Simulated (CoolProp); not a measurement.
Vapour-liquid equilibrium of R22 (1) + R134a (2) at 290.9 K; x and y are mole fractions of (1).

The numbers come from the multi-fluid Helmholtz-energy mixture model, Kamei 1995 and Tillner-Roth 1994; pair parameters Bell 2016 in CoolProp.

Task: Give the bubble pressure and the first vapour's composition at x = 0.35, 0.65, 0.95. Is there an azeotrope?

Result: x = 0.35: 0.6637 MPa, y = 0.452; x = 0.65: 0.7577 MPa, y = 0.727; x = 0.95: 0.8410 MPa, y = 0.962. No azeotrope shows between x = 0.05 and 0.95.

The pair parameters rest on a limited set of measurements; away from them the model extrapolates.
